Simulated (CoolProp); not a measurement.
A Linde-Hampson liquefier for ethane: isothermal reversible compression at 320 K from 1 atm to 20 MPa, throttling to 1 atm, return gas leaving the recuperator 5 K below the feed. Each further row changes one setting.

Model: reference Helmholtz-energy equation of state, Bücker 2006, in CoolProp.

```tsv
case	liquid yield per pass	compression work (kJ/kg of gas)
as stated	0.458	366
high pressure 40 MPa	0.454	414
warm-end temperature 350 K	0.373	429
warm-end gap 10 K	0.451	366
```
